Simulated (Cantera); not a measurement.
**Ignition delay**

Mixture: CO : H2 : CH4 : O2 : N2 = 1 : 0.54 : 0.14 : 1.64 : 9.68 (molar parts), at 760 Torr, adiabatic and at constant pressure. Ignition delay is the time to a rise of 400 K.

Detailed kinetics in Cantera: GRI-Mech 3.0 (53 species, 325 reactions). Where the delays flatten at high temperature, the 400 K rule measures the pace of heat release, not the induction time.

```json
[
 {"T0 (K)": "1250", "delay (ms)": "0.139"},
 {"T0 (K)": "1325", "delay (ms)": "0.107"},
 {"T0 (K)": "1400", "delay (ms)": "0.0905"},
 {"T0 (K)": "1475", "delay (ms)": "0.0818"},
 {"T0 (K)": "1550", "delay (ms)": "0.0783"}
]
```
